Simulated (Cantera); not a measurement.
Mixture: CH4 : CO : O2 : N2 = 1 : 0.46 : 1.31 : 4.93 (molar parts), at 3750 Torr, adiabatic and at constant volume. Ignition delay is the time to a rise of 400 K.

Cantera simulation using GRI-Mech 3.0 (53 species, 325 reactions); the numbers are that mechanism's predictions, not measurements.

Task: What does this change do: 0.077 parts H2 added?

Result: 
```
quantity                                                before       after
--------------------------------------------------  ----------  ----------
delay at 1100 K                                        96.4 ms     21.3 ms
delay at 1300 K                                        5.02 ms     2.46 ms
delay at 1500 K                                       0.457 ms    0.309 ms
delay at 1700 K                                        65.8 µs     53.4 µs
delay at 1900 K                                        15.3 µs     13.7 µs
apparent activation energy between 1700 and 1900 K  200 kJ/mol  180 kJ/mol
```

Task: What does this change do: constant pressure in place of constant volume?

Result: 
| quantity | before | after |
|---|---|---|
| delay at 1100 K | 96.4 ms | 0.105 s |
| delay at 1300 K | 5.02 ms | 5.52 ms |
| delay at 1500 K | 0.457 ms | 0.502 ms |
| delay at 1700 K | 65.8 µs | 72.0 µs |
| delay at 1900 K | 15.3 µs | 16.8 µs |
| apparent activation energy between 1700 and 1900 K | 200 kJ/mol | 200 kJ/mol |

Task: What does this change do: pressure from 3750 Torr to 1500 Torr?

Result: 
| quantity | before | after |
|---|---|---|
| delay at 1100 K | 96.4 ms | 0.233 s |
| delay at 1300 K | 5.02 ms | 10.9 ms |
| delay at 1500 K | 0.457 ms | 0.908 ms |
| delay at 1700 K | 65.8 µs | 0.134 ms |
| delay at 1900 K | 15.3 µs | 33.5 µs |
| apparent activation energy between 1700 and 1900 K | 200 kJ/mol | 190 kJ/mol |
